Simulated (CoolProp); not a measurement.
Vapour pressure (kPa) of nitrous oxide: the reference equation beside estimates from Tc = 309.5 K, pc = 7245 kPa, ω = 0.161. Clausius-Clapeyron is anchored at 234.8 K with a constant enthalpy of vaporisation of 13.57 kJ/mol.

Model: reference Helmholtz-energy equation of state, Lemmon 2006, in CoolProp. It is a short technical equation, of lower accuracy than the large ones.

| T (K) | reference | Clausius-Clapeyron | van der Waals | Redlich-Kwong | Soave-Redlich-Kwong | Peng-Robinson |
|---|---|---|---|---|---|---|
| 230.5 | 853.7 | 873.8 | 1977 | 1046 | 857.1 | 850.7 |
| 234.8 | 994.9 | 994.9 | 2162 | 1206 | 999.8 | 991.1 |
| 239.1 | 1153 | 1127 | 2358 | 1382 | 1159 | 1148 |
| 243.4 | 1328 | 1272 | 2564 | 1575 | 1337 | 1323 |
| 247.7 | 1522 | 1429 | 2782 | 1786 | 1534 | 1517 |
| 252 | 1736 | 1599 | 3011 | 2016 | 1751 | 1731 |
| 256.3 | 1972 | 1783 | 3251 | 2265 | 1990 | 1967 |
| 260.5 | 2223 | 1976 | 3497 | 2528 | 2246 | 2220 |
| 264.8 | 2504 | 2187 | 3761 | 2819 | 2531 | 2503 |
| 269.1 | 2810 | 2414 | 4037 | 3130 | 2842 | 2811 |
| 273.4 | 3142 | 2655 | 4325 | 3465 | 3180 | 3146 |

Absolute difference from the reference over all 11 rows, mean and median: Clausius-Clapeyron 7.8 and 7.9 %, van der Waals 77.9 and 73.4 %, Redlich-Kwong 16.2 and 16.1 %, Soave-Redlich-Kwong 0.8 and 0.9 %, Peng-Robinson 0.3 and 0.3 %.
